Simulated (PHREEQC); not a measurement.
Dissolve 0.054 mol/kgw H2SO4, 0.000176 mol/kgw ZnSO4 and 1.42e-05 mol/kgw MgSO4 at 25 °C and 10 atm. Closed to the air; pH follows from the charge balance.

Model: ion-association model, phreeqc.dat, run in PHREEQC.

Precipitation was switched off in this run.

**Question.** Predict the pH.

**Answer.** pH 1.25.

**Question.** In which forms is S present?

**Answer.** HSO4- 73 %, SO4-2 27 % of the S.
